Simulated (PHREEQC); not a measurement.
# Acid mine or pickling water: speciation

Synthetic water in mg/kgw, 20 °C, pH 2.28, pe 10.3:

```
constituent  mg/kgw
-----------  ------
Na               52
K              4.56
Ca             97.2
Mg             5.89
Cl             47.6
S(6) as SO4     835
F             0.435
Zn             0.14
```

Na is adjusted to close the charge balance.
Valence states are taken as typed.

The numbers come from PHREEQC with the ion-association model, phreeqc.dat.

This is a speciation only: nothing precipitates in the calculation.

### Question
Estimate the ionic strength, specific conductance.

### Answer
ionic strength 0.0235 mol/kgw; specific conductance 2920 µS/cm.

### Question
In which forms is Mg present?

### Answer
Mg+2 71 %, MgSO4 29 % of the Mg.
